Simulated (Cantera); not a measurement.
A Cantera script and what it prints.

```python
import numpy as np
import cantera as ct

gas_names = """
    F FO FO2 F2 F2O H HF HOF HO2 H2 H2F2 H2O H2O2 H3F3 H4F4 H5F5 H6F6 H7F7 O OH O2 O3 Si SiF SiF2 SiF3
    SiF4 SiH SiHF3 SiH2 SiH2F2 SiH3 SiH3F SiH4 SiO SiO2 Si2 Si3
""".split()
cond_names = """
    H2O(s) H2O(L) Si(cr) Si(L) SiO2(Lqz) SiO2(hqz) SiO2(L)
""".split()


# ... load() reads the species with a 1 bar reference pressure and builds the phases ...
atoms = {
    'SiF4': {'Si': 1, 'F': 4},
    'O3': {'O': 3},
    'H2': {'H': 2},
}
top_T = {}  # K; cautious upper limits of use, not melting points


# ... equilibrate(T, P, feed) seeds the gas with the atoms and calls Mixture.equilibrate('TP', solver="vcs", rtol=1e-11, max_steps=5000) ...
results = []
T = 1423.15  # K
P = 13332.2  # Pa
for m in [1.5, 1.7, 2, 2.4, 2.8, 3.2, 3.8, 4.4, 5.2, 6, 7, 8.2, 9.6]:
    feed = {'SiF4': 1, 'O3': 0.5, 'H2': m}  # mol
    mix = equilibrate(T, P, feed)
    results.append((T, P, feed, dict(zip(mix.species_names, mix.species_moles))))

top = {s: max(r[3][s] / sum(r[3][g] for g in gas_names) for r in results) for s in gas_names}
cols = sorted((s for s in top if top[s] > 1e-05), key=lambda s: -top[s])[:9]
seen = [c for c in cond_names if any(r[3].get(c, 0) > 1e-12 for r in results)]
print("log10 of partial pressures in bar; condensed amounts in mol")
print(f"{'n(H2)':>10s}" + "".join(f"{s[:9]:>10s}" for s in cols + seen))
for T, P, feed, n in results:
    ng = sum(n[g] for g in gas_names)
    print(f"{feed['H2']:10.4g}" + "".join(f"{np.log10(max(n[s] / ng * P / 1e5, 1e-99)):10.3f}" for s in cols)
          + "".join(f"{n.get(c, 0):10.4g}" for c in seen))
```

Output:

```
log10 of partial pressures in bar; condensed amounts in mol
     n(H2)        H2        HF      SiF4       H2O      SiF3     SiHF3        O2         H SiO2(hqz)
       1.5    -5.167    -1.027    -1.690    -1.724    -7.206    -9.392    -5.500    -7.760    0.5349
       1.7    -2.084    -1.052    -1.721    -1.759    -5.671    -6.315   -11.735    -6.219    0.5383
         2    -1.726    -1.088    -1.765    -1.807    -5.500    -5.965   -12.551    -6.040     0.543
       2.4    -1.517    -1.130    -1.817    -1.866    -5.406    -5.766   -13.085    -5.935    0.5486
       2.8    -1.400    -1.169    -1.864    -1.920    -5.356    -5.658   -13.426    -5.877    0.5536
       3.2    -1.322    -1.204    -1.907    -1.968    -5.325    -5.588   -13.679    -5.838    0.5581
       3.8    -1.243    -1.251    -1.965    -2.034    -5.296    -5.519   -13.969    -5.798     0.564
       4.4    -1.189    -1.294    -2.017    -2.093    -5.278    -5.474   -14.196    -5.771    0.5693
       5.2    -1.138    -1.344    -2.079    -2.163    -5.264    -5.435   -14.437    -5.746    0.5754
         6    -1.102    -1.389    -2.133    -2.225    -5.255    -5.408   -14.634    -5.728    0.5808
         7    -1.069    -1.438    -2.193    -2.295    -5.249    -5.385   -14.839    -5.711    0.5866
       8.2    -1.040    -1.491    -2.257    -2.368    -5.246    -5.368   -15.043    -5.697    0.5927
       9.6    -1.016    -1.545    -2.322    -2.443    -5.245    -5.355   -15.242    -5.685    0.5987
```

Cantera equilibrium calculation (NASA polynomials, part measured and part estimated; ideal gas, pure solids and liquids). The tables' values for SiF3 are old estimates; treat these amounts as uncertain. The tables hold silica as quartz up to 1696 K and as liquid above; real silica turns to tridymite and cristobalite and melts near 1996 K. Gases not in the tables: Si(OH)4.
